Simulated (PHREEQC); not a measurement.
Hard or scaling water (model solution)

Solution (25 °C): 11 mmol/kgw CaSO4 and 1.6 mmol/kgw CO2. Closed to the air; pH follows from the charge balance.

Model: ion-association model, phreeqc.dat, run in PHREEQC.

```json
{
  "pH": "4.64",
  "ionic_strength": "0.0318 mol/kgw",
  "specific_conductance": "1770 µS/cm"
}
```

```json
[
 {"species": "Ca+2", "molality": "0.00793", "activity": "0.00420", "log γ": "-0.276"},
 {"species": "SO4-2", "molality": "0.00792", "activity": "0.00413", "log γ": "-0.282"},
 {"species": "CaSO4", "molality": "0.00307", "activity": "0.00309", "log γ": "0.003"},
 {"species": "CO2", "molality": "0.00156", "activity": "0.00157", "log γ": "0.003"},
 {"species": "HCO3-", "molality": "3.58e-5", "activity": "3.05e-5", "log γ": "-0.069"},
 {"species": "H+", "molality": "2.63e-5", "activity": "2.29e-5", "log γ": "-0.060"},
 {"species": "HSO4-", "molality": "1.09e-5", "activity": "9.21e-6", "log γ": "-0.072"},
 {"species": "CaHCO3+", "molality": "1.91e-6", "activity": "1.64e-6", "log γ": "-0.067"},
 {"species": "CaHSO4+", "molality": "5.49e-7", "activity": "4.65e-7", "log γ": "-0.072"}
]
```

No solid was allowed to form. Complexes and solids missing from the database can't appear.
